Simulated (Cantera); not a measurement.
An adiabatic, constant-pressure homogeneous reactor starts with CH4 : H2 : O2 : N2 : CO2 = 1 : 0.091 : 2.59 : 8.29 : 2.5 (molar parts), at 1348 K and 4.93 atm. Integrator tolerance rtol = 1e-08.

Model: GRI-Mech 3.0 (53 species, 325 reactions), integrated in Cantera.

Q: What does this change do: pressure from 4.93 atm to 1.38 atm?

A: 
| quantity | before | after |
|---|---|---|
| time of steepest temperature rise | 0.942 ms | 2.81 ms |
| temperature at 2.00 s | 2483 K | 2433 K |
| equilibrium temperature | 2483 K | 2433 K |
| x(CH4) at 2.00 s | <1e-12 (gas-phase equilibrium <1e-12) | <1e-12 (gas-phase equilibrium <1e-12) |
| x(H2) at 2.00 s | 0.00170 (gas-phase equilibrium 0.00170) | 0.00237 (gas-phase equilibrium 0.00237) |
| x(O2) at 2.00 s | 0.0401 (gas-phase equilibrium 0.0401) | 0.0429 (gas-phase equilibrium 0.0429) |
| x(C2H6) at 2.00 s | <1e-12 (gas-phase equilibrium <1e-12) | <1e-12 (gas-phase equilibrium <1e-12) |
| x(CO) at 2.00 s | 0.0169 (gas-phase equilibrium 0.0169) | 0.0227 (gas-phase equilibrium 0.0227) |
| x(H) at 2.00 s | 0.000434 (gas-phase equilibrium 0.000434) | 0.000771 (gas-phase equilibrium 0.000771) |

Q: What does this change do: pressure from 4.93 atm to 0.296 atm?

A: 
```
quantity                                                              before                                    after
---------------------------------  -----------------------------------------  ---------------------------------------
time of steepest temperature rise                                   0.942 ms                                  8.59 ms
temperature at 2.00 s                                                 2483 K                                   2364 K
equilibrium temperature                                               2483 K                                   2364 K
x(CH4) at 2.00 s                       <1e-12 (gas-phase equilibrium <1e-12)    <1e-12 (gas-phase equilibrium <1e-12)
x(H2) at 2.00 s                      0.00170 (gas-phase equilibrium 0.00170)  0.00335 (gas-phase equilibrium 0.00335)
x(O2) at 2.00 s                        0.0401 (gas-phase equilibrium 0.0401)    0.0466 (gas-phase equilibrium 0.0466)
x(C2H6) at 2.00 s                      <1e-12 (gas-phase equilibrium <1e-12)    <1e-12 (gas-phase equilibrium <1e-12)
x(CO) at 2.00 s                        0.0169 (gas-phase equilibrium 0.0169)    0.0302 (gas-phase equilibrium 0.0302)
x(H) at 2.00 s                     0.000434 (gas-phase equilibrium 0.000434)  0.00142 (gas-phase equilibrium 0.00142)
```

Q: What does this change do: initial temperature 1348 to 975 K?

A: 
```csv
quantity,before,after
time of steepest temperature rise,0.942 ms,60.7 ms
temperature at 2.00 s,2483 K,2254 K
equilibrium temperature,2483 K,2254 K
x(CH4) at 2.00 s,<1e-12 (gas-phase equilibrium <1e-12),<1e-12 (gas-phase equilibrium <1e-12)
x(H2) at 2.00 s,0.00170 (gas-phase equilibrium 0.00170),0.000531 (gas-phase equilibrium 0.000531)
x(O2) at 2.00 s,0.0401 (gas-phase equilibrium 0.0401),0.0368 (gas-phase equilibrium 0.0368)
x(C2H6) at 2.00 s,<1e-12 (gas-phase equilibrium <1e-12),<1e-12 (gas-phase equilibrium <1e-12)
x(CO) at 2.00 s,0.0169 (gas-phase equilibrium 0.0169),0.00482 (gas-phase equilibrium 0.00482)
x(H) at 2.00 s,0.000434 (gas-phase equilibrium 0.000434),7.89e-5 (gas-phase equilibrium 7.89e-5)
```
Below about 1000 K GRI-Mech 3.0 lacks low-temperature oxidation paths.
